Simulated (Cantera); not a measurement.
Thermodynamics of boron, boron nitride and boron oxide, feed BCl3 + NH3 + H2

A closed system holds: 1 mol BCl3, 20 mol NH3, 7.5 mol H2, equilibrated at 1023 K and 13.5 Torr.

These are equilibrium values from Cantera (NASA tables, ideal gas, pure condensed phases), not measurements of a reactor. Candidate condensed phases: B, BN, NH4Cl; 21 gas species. Equilibrium is a limit: real reactors are often held back by kinetics, nucleation or transport.

```json
{
  "x(H2)": "0.742",
  "x(N2)": "0.196",
  "x(HCl)": "0.0619",
  "x(NH3)": "2.55e-6",
  "n(BN(s))": "1.00 mol",
  "gas_amount": "48.50 mol",
  "log10 activity of B(s) (absent)": "-6.97"
}
```
